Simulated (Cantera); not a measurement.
An isothermal plug-flow reactor at 975 K and 1.00 bar (inlet), inlet velocity 0.71 m/s, active area per volume 5400 1/m; feed CH4 : O2 : N2 = 0.0031 : 0.13 : 0.79 (molar parts), equivalence ratio 0.048.

Computed with Cantera and Deutschmann's 1995 Pt surface mechanism with GRI-Mech 3.0 gas chemistry. Catalytic surfaces can have several steady states; this one follows from the mechanism file's or the stated starting coverage. Mass transfer to the wall is taken as infinitely fast.

Task: What does this change do: temperature 975 to 1300 K?

Result: 
```csv
quantity,before,after
x(CH4) at z = 0.01 m,0.000152,6.03e-11
x(O2) at z = 0.01 m,0.134,0.134
x(H2O) at z = 0.01 m,0.00641,0.00671
x(CO2) at z = 0.01 m,0.00320,0.00335
x(CO) at z = 0.01 m,6.44e-8,6.52e-10
θ(free Pt) at the exit,0.158,0.504
θ(O*) at the exit,0.841,0.496
```

Task: What does this change do: pressure from 1.00 bar to 0.410 bar?

Result: 
```
quantity                  before    after
----------------------  --------  -------
x(CH4) at z = 0.01 m    0.000152  1.57e-5
x(O2) at z = 0.01 m        0.134    0.134
x(H2O) at z = 0.01 m     0.00641  0.00668
x(CO2) at z = 0.01 m     0.00320  0.00334
x(CO) at z = 0.01 m      6.44e-8  7.54e-9
θ(free Pt) at the exit     0.158    0.201
θ(O*) at the exit          0.841    0.798
θ(OH*) at the exit       0.00144  0.00103
```

Task: What does this change do: inlet velocity 0.71 to 2.7 m/s?

Result: 
```json
[
 {"quantity": "x(CH4) at z = 0.01 m", "before": "0.000152", "after": "0.00150"},
 {"quantity": "x(O2) at z = 0.01 m", "before": "0.134", "after": "0.137"},
 {"quantity": "x(H2O) at z = 0.01 m", "before": "0.00641", "after": "0.00372"},
 {"quantity": "x(CO2) at z = 0.01 m", "before": "0.00320", "after": "0.00186"},
 {"quantity": "x(CO) at z = 0.01 m", "before": "6.44e-8", "after": "6.30e-7"},
 {"quantity": "θ(free Pt) at the exit", "before": "0.158", "after": "0.157"},
 {"quantity": "θ(O*) at the exit", "before": "0.841", "after": "0.842"},
 {"quantity": "θ(OH*) at the exit", "before": "0.00144", "after": "0.00109"}
]
```
